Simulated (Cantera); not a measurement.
A Cantera script and what it prints.

```python
import numpy as np
import cantera as ct

gas_names = [...]  # 109 gases of nasa_gas.yaml made of C, Cl, H, Si
cond_names = """
    C(gr) C6H6(L) C7H8(L) C8H18(L),n-octa Si(cr) Si(L) SiC(b)
""".split()


# ... load() reads the species with a 1 bar reference pressure and builds the phases ...
atoms = {
    '(CH3)2SiCl2': {'C': 2, 'H': 6, 'Si': 1, 'CL': 2},
    'CH4': {'C': 1, 'H': 4},
    'H2': {'H': 2},
}
top_T = {'C(gr)': 4500, 'SiC(b)': 3050}  # K; cautious upper limits of use, not melting points


# ... equilibrate(T, P, feed) seeds the gas with the atoms and calls Mixture.equilibrate('TP', solver="vcs", rtol=1e-11, max_steps=5000) ...
results = []
feed = {'(CH3)2SiCl2': 1, 'CH4': 0.019, 'H2': 560}  # mol
P = 3300  # Pa
for T in [2073, 2123, 2173, 2223, 2273, 2323, 2373, 2423, 2473, 2523, 2573, 2623]:
    mix = equilibrate(T, P, feed)
    results.append((T, P, feed, dict(zip(mix.species_names, mix.species_moles))))

top = {s: max(r[3][s] / sum(r[3][g] for g in gas_names) for r in results) for s in gas_names}
cols = sorted((s for s in top if top[s] > 0.001), key=lambda s: -top[s])[:9]
seen = [c for c in cond_names if any(r[3].get(c, 0) > 1e-12 for r in results)]
print("log10 of partial pressures in bar; condensed amounts in mol")
print(f"{'T/K':>10s}" + "".join(f"{s[:9]:>10s}" for s in cols + seen))
for T, P, feed, n in results:
    ng = sum(n[g] for g in gas_names)
    print(f"{T:10.4g}" + "".join(f"{np.log10(max(n[s] / ng * P / 1e5, 1e-99)):10.3f}" for s in cols)
          + "".join(f"{n.get(c, 0):10.4g}" for c in seen))
```

It prints:

```
log10 of partial pressures in bar; condensed amounts in mol
       T/K        H2         H       HCL C2H2,acet        Si    SiC(b)
      2073    -1.490    -3.325    -3.941    -4.471    -5.115    0.8278
      2123    -1.492    -3.191    -3.944    -4.411    -4.776    0.6263
      2173    -1.496    -3.064    -3.948    -4.318    -4.471    0.2411
      2223    -1.500    -2.943    -3.953    -4.269    -4.340         0
      2273    -1.505    -2.828    -3.958    -4.268    -4.323         0
      2323    -1.511    -2.718    -3.965    -4.269    -4.313         0
      2373    -1.518    -2.614    -3.974    -4.271    -4.307         0
      2423    -1.527    -2.515    -3.985    -4.275    -4.305         0
      2473    -1.538    -2.421    -3.997    -4.280    -4.304         0
      2523    -1.551    -2.332    -4.013    -4.287    -4.306         0
      2573    -1.567    -2.247    -4.031    -4.296    -4.310         0
      2623    -1.585    -2.168    -4.053    -4.308    -4.315         0
```

Equilibrium computed with Cantera from the NASA thermochemical tables; the gas is ideal and each condensed phase is pure. The feed counts by its element totals alone. Gases not in the tables: Si2H6 and higher silanes.
